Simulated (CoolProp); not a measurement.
The numbers come from the reference Helmholtz-energy equation of state, Lemmon 2006 in CoolProp. It is a short technical equation, of lower accuracy than the large ones.

Task: Give the vapour pressure (MPa), liquid density (kg/m³), vapour density (kg/m³), enthalpy of vaporisation (kJ/kg) of saturated C2F6 (R116) at 232.1, 257.9 K.

Result: 
```csv
T (K),p (MPa),liquid density (kg/m³),vapour density (kg/m³),enthalpy of vaporisation (kJ/kg)
232.1,0.520,1420,43.4,98.2
257.9,1.21,1260,105,79.5
```
